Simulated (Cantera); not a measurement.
What does this Cantera script print?

```python
import numpy as np
import cantera as ct

gas_names = """
    C CO CO2 C2 C2O C3 C3O2 C4 C5 O O2 O3 Pb PbO Pb2
""".split()
cond_names = """
    C(gr) Pb(cr) Pb(L) PbO(rd) PbO(yw) PbO(L) PbO2(s) Pb3O4(s)
""".split()


# ... load() reads the species with a 1 bar reference pressure and builds the phases ...
atoms = {
    'PbO': {'Pb': 1, 'O': 1},
    'C': {'C': 1},
    'CO': {'C': 1, 'O': 1},
}
top_T = {'C(gr)': 4500, 'Pb3O4(s)': 820}  # K; cautious upper limits of use, not melting points


# ... equilibrate(T, P, feed) seeds the gas with the atoms and calls Mixture.equilibrate('TP', solver="vcs", rtol=1e-11, max_steps=5000) ...
results = []
feed = {'PbO': 1, 'C': 1, 'CO': 1}  # mol
T = 823.15  # K
P = 100000  # Pa
mix = equilibrate(T, P, feed)
results.append((T, P, feed, dict(zip(mix.species_names, mix.species_moles))))
print(gas.report(threshold=0.001))
for i in range(1, mix.n_phases):
    print(f"{mix.phase(i).name:16s} {mix.phase_moles(i):12.5e} mol")
```

It prints:

```
       temperature   823.15 K
          pressure   1e+05 Pa
           density   0.61153 kg/m^3
  mean mol. weight   41.853 kg/kmol
   phase of matter   gas

                          1 kg             1 kmol
                     ---------------   ---------------
          enthalpy       -7.9436e+06       -3.3247e+08  J
   internal energy       -8.1071e+06       -3.3931e+08  J
           entropy            6166.7         2.581e+05  J/K
    Gibbs function        -1.302e+07       -5.4492e+08  J
 heat capacity c_p            1174.3             49150  J/K
 heat capacity c_v            975.68             40836  J/K

                      mass frac. Y      mole frac. X     chem. pot. / RT
                     ---------------   ---------------   ---------------
                CO           0.09017           0.13473           -43.274
               CO2           0.90983           0.86527           -85.279
     [  +13 minor]        6.6812e-07        1.3496e-07

C(gr)             9.27767e-01 mol
Pb(L)             1.00000e+00 mol
PbO(yw)           0.00000e+00 mol
PbO2(s)           0.00000e+00 mol
```

Method: chemical equilibrium by Gibbs-energy minimisation in Cantera with the NASA 1993 tables (ideal gas, pure condensed phases).
